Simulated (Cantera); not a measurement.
Feed: 1 mol CuO, 18 mol CO, held at 1900 K.

Cantera equilibrium calculation (NASA polynomials, part measured and part estimated; ideal gas, pure solids and liquids). Candidate condensed phases: C, Cu, CuO, Cu₂O; 15 gas species. Equilibrium is a limit: real reactors are often held back by kinetics, nucleation or transport.

Question: What share of the Cu ends up in condensed phases as a function of P (Pa), at 10, 68, 460, 3200, 22000, 150000, 1000000?

Answer: 
| P (Pa) | Cu condensed (%) | as |
|---|---|---|
| 10 | 0.0 | - |
| 68 | 0.0 | - |
| 460 | 0.0 | - |
| 3200 | 3.7 | Cu(l) |
| 22000 | 86.6 | Cu(l) |
| 150000 | 98.0 | Cu(l) |
| 1000000 | 99.7 | Cu(l) |
